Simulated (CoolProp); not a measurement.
The fluoroketone C6F12O (FK-5-1-12) along the isotherm 351.2 K: Z from the reference equation and from simpler models built on Tc = 441.8 K, pc = 1869 kPa, ω = 0.471; each cubic takes its own stable root.

Computed with CoolProp (reference Helmholtz-energy equation of state, McLinden 2015).

```json
[
 {"p (kPa)": "350", "phase": "liquid", "reference": "0.02654", "van der Waals": "0.8942", "Soave-Redlich-Kwong": "0.02942", "Peng-Robinson": "0.02595"},
 {"p (kPa)": "701", "phase": "liquid", "reference": "0.05302", "van der Waals": "0.09097", "Soave-Redlich-Kwong": "0.05862", "Peng-Robinson": "0.05173"},
 {"p (kPa)": "1050", "phase": "liquid", "reference": "0.07922", "van der Waals": "0.1341", "Soave-Redlich-Kwong": "0.08737", "Peng-Robinson": "0.07715"},
 {"p (kPa)": "1400", "phase": "liquid", "reference": "0.1054", "van der Waals": "0.1763", "Soave-Redlich-Kwong": "0.1159", "Peng-Robinson": "0.1024"},
 {"p (kPa)": "1750", "phase": "liquid", "reference": "0.1314", "van der Waals": "0.2177", "Soave-Redlich-Kwong": "0.1443", "Peng-Robinson": "0.1275"},
 {"p (kPa)": "2100", "phase": "liquid", "reference": "0.1573", "van der Waals": "0.2584", "Soave-Redlich-Kwong": "0.1724", "Peng-Robinson": "0.1525"},
 {"p (kPa)": "2450", "phase": "liquid", "reference": "0.1831", "van der Waals": "0.2986", "Soave-Redlich-Kwong": "0.2003", "Peng-Robinson": "0.1772"},
 {"p (kPa)": "2800", "phase": "liquid", "reference": "0.2089", "van der Waals": "0.3382", "Soave-Redlich-Kwong": "0.2279", "Peng-Robinson": "0.2018"}
]
```

At some of these states van der Waals gives the other phase, because its saturation line lies elsewhere.
